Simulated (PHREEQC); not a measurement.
Dissolve 0.0011 mol/kgw NH3, 0.011 mol/kgw K2SiO3 and 6.2e-05 mol/kgw Na2CO3 at 20 °C. Closed to the air; pH follows from the charge balance.

Model: ion-association model, phreeqc.dat, run in PHREEQC.

This is a speciation only: nothing precipitates in the calculation.

Predict the pH.

pH 12.11.

In which forms is C present?

CO3-2 99 %, HCO3- 1.2 % of the C.

Complexes and solids missing from the database can't appear.
